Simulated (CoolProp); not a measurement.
Computed with CoolProp (reference Helmholtz-energy equation of state, Leachman 2009).

### Question
For normal hydrogen, give the phase and the cp (kJ/(kg K)), cv (kJ/(kg K)), expansivity (1/kK), fugacity coefficient at -238.35 °C and 1.08 MPa; -238.35 °C and 2.16 MPa; -238.35 °C and 2.7 MPa.

### Answer
- -238.35 °C and 1.08 MPa: gas; cp 20.9, cv 6.90, expansivity 80.1, fugacity coefficient 0.768
- -238.35 °C and 2.16 MPa: supercritical; cp 31.4, cv 6.64, expansivity 89.7, fugacity coefficient 0.529
- -238.35 °C and 2.7 MPa: supercritical; cp 22.7, cv 6.49, expansivity 53.3, fugacity coefficient 0.456
